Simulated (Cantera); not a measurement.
Mixture: 5.97 % CO, 0.221 % H₂, 8.35 % CH₄, 18.0 % O₂, 67.4 % N₂, equivalence ratio 1.1, at 99000 Pa, adiabatic and at constant volume. Ignition delay is the time to a rise of 400 K.

Model: GRI-Mech 3.0 (53 species, 325 reactions), integrated in Cantera.

Question: Predict: delay at 1175 K; delay at 1250 K; delay at 1325 K; delay at 1400 K; delay at 1475 K; apparent activation energy between 1325 and 1475 K.

Answer: 
- delay at 1175 K: 61.2 ms
- delay at 1250 K: 20.7 ms
- delay at 1325 K: 7.57 ms
- delay at 1400 K: 3.01 ms
- delay at 1475 K: 1.32 ms
- apparent activation energy between 1325 and 1475 K: 190 kJ/mol
